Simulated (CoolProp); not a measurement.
C2F6 (R116) at 329.2 K and 0.373 MPa is compressed adiabatically to 1.23 MPa with isentropic efficiency 0.6. Each further row changes one setting.

Computed with CoolProp (reference Helmholtz-energy equation of state, Lemmon 2006). It is a short technical equation, of lower accuracy than the large ones.

```csv
case,work (kJ/kg),final temperature (K),final density (kg/m³)
as stated,39.5,[?],[?]
efficiency 1,[?],361.6,[?]
efficiency 0.65,36.5,[?],[?]
```

**Question.** What belongs in the gaps?

**Answer.** 
- as stated, final temperature (K): 379.0
- as stated, final density (kg/m³): 56.9
- efficiency 1, work (kJ/kg): 23.7
- efficiency 1, final density (kg/m³): 60.4
- efficiency 0.65, final temperature (K): 375.7
- efficiency 0.65, final density (kg/m³): 57.6
